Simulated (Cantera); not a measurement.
Input: 1 mol Si3H8, 0.51 mol Cl2, 180 mol H2, equilibrated at 101000 Pa.

Method: chemical equilibrium by Gibbs-energy minimisation in Cantera with the NASA 1993 tables (ideal gas, pure condensed phases). Candidate condensed phases: Si; 19 gas species. The feed counts by its element totals alone. Gases not in the tables: Si2H6 and higher silanes. Rates play no part. All values below are at 1452 °C.

Base state: H2 0.994, HCl 0.00533, H 0.000184, SiCl2 9.83e-5, SiH2 1.71e-5 (mole fractions); condensed: Si(l).

What changes in the equilibrium state with this change: pressure from 101000 Pa to 250 Pa?


```tsv
species	before	after
H2	0.994	0.990
HCl	0.00533	0.00529
H	0.000184	0.00370
Si	1.00e-6	0.000406
SiH	1.44e-6	2.89e-5
Cl	7.63e-7	1.53e-5
Si(l), mol	2.98	2.89
```
The tables' values for SiCl are old estimates; treat these amounts as uncertain.

What changes in the equilibrium state with this change: Si3H8 replaced by SiH2Cl2?


```json
[
 {"species": "H2", "before": "0.994", "after": "0.984"},
 {"species": "HCl", "before": "0.00533", "after": "0.0149"},
 {"species": "SiCl2", "before": "9.83e-5", "after": "0.000781"},
 {"species": "SiH2", "before": "1.71e-5", "after": "1.70e-5"},
 {"species": "H", "before": "0.000184", "after": "0.000183"},
 {"species": "Si(l), mol", "before": "2.98", "after": "0.849"}
]
```
